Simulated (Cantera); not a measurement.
A closed system holds: 1 mol B2H6, 3 mol NH3, 0.62 mol H2, at 1648 K and 12.0 mbar.

Method: chemical equilibrium by Gibbs-energy minimisation in Cantera with the NASA 1993 tables (ideal gas, pure condensed phases). Candidate condensed phases: B, BN; 15 gas species. The feed counts by its element totals alone. Kinetics and transport are ignored.

Base state: H2 0.941, N2 0.0580, H 0.000789 (mole fractions); condensed: BN(s).

What changes in the equilibrium state with this change: B2H6 replaced by B2O3?


```csv
species,before,after
H2,0.941,0.709
N2,0.0580,0.214
B2O3,0,0.0280
HBO2,0,0.0237
HBO,0,0.0197
B2O2,0,0.00285
H2O,0,0.00107
BO,0,0.000407
H,0.000789,0.000685
"BN(s), mol",2.00,0
"B2O3(l), mol",0,0.631
```
Further candidate phases: B2O3, B3O3H3, H2O.
